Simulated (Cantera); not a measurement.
What does this Cantera script print?

```python
import numpy as np
import cantera as ct

gas_names = """
    CL CL2 H HCL H2 Si SiCL SiCL2 SiCL3 SiCL4 SiH SiHCL3 SiH2 SiH2CL2 SiH3 SiH3CL SiH4 Si2 Si3
""".split()
cond_names = """
    Si(cr) Si(L)
""".split()


# ... load() reads the species with a 1 bar reference pressure and builds the phases ...
atoms = {
    'Si': {'Si': 1},
    'Cl2': {'CL': 2},
    'H2': {'H': 2},
}
top_T = {}  # K; cautious upper limits of use, not melting points


# ... equilibrate(T, P, feed) seeds the gas with the atoms and calls Mixture.equilibrate('TP', solver="vcs", rtol=1e-11, max_steps=5000) ...
results = []
feed = {'Si': 1, 'Cl2': 0.57, 'H2': 1.8}  # mol
P = 25000  # Pa
for T in [525, 575, 625, 675, 725, 775, 825, 875, 925, 975]:
    mix = equilibrate(T, P, feed)
    results.append((T, P, feed, dict(zip(mix.species_names, mix.species_moles))))

top = {s: max(r[3][s] / sum(r[3][g] for g in gas_names) for r in results) for s in gas_names}
cols = sorted((s for s in top if top[s] > 0.0001), key=lambda s: -top[s])[:7]
seen = [c for c in cond_names if any(r[3].get(c, 0) > 1e-12 for r in results)]
print("log10 of partial pressures in bar; condensed amounts in mol")
print(f"{'T/K':>10s}" + "".join(f"{s[:9]:>10s}" for s in cols + seen))
for T, P, feed, n in results:
    ng = sum(n[g] for g in gas_names)
    print(f"{T:10.4g}" + "".join(f"{np.log10(max(n[s] / ng * P / 1e5, 1e-99)):10.3f}" for s in cols)
          + "".join(f"{n.get(c, 0):10.4g}" for c in seen))
```

It prints:

```
log10 of partial pressures in bar; condensed amounts in mol
       T/K        H2     SiCL4    SiHCL3       HCL   SiH2CL2     SiCL3     SiCL2    Si(cr)
       525    -0.673    -1.594    -1.921    -5.788    -3.666    -8.418   -11.465    0.6894
       575    -0.673    -1.591    -1.931    -5.161    -3.606    -7.499   -10.068    0.6898
       625    -0.673    -1.588    -1.940    -4.636    -3.559    -6.728    -8.897    0.6903
       675    -0.673    -1.585    -1.950    -4.191    -3.522    -6.072    -7.901    0.6907
       725    -0.673    -1.583    -1.959    -3.807    -3.492    -5.508    -7.045    0.6913
       775    -0.673    -1.581    -1.968    -3.475    -3.468    -5.018    -6.302    0.6921
       825    -0.673    -1.580    -1.978    -3.184    -3.449    -4.588    -5.650    0.6931
       875    -0.674    -1.581    -1.987    -2.927    -3.433    -4.209    -5.075    0.6945
       925    -0.675    -1.583    -1.998    -2.700    -3.421    -3.873    -4.565    0.6964
       975    -0.677    -1.587    -2.010    -2.497    -3.413    -3.574    -4.109    0.6989
```

Cantera equilibrium calculation (NASA polynomials, part measured and part estimated; ideal gas, pure solids and liquids). The tables' values for SiCl3 are old estimates; treat these amounts as uncertain.
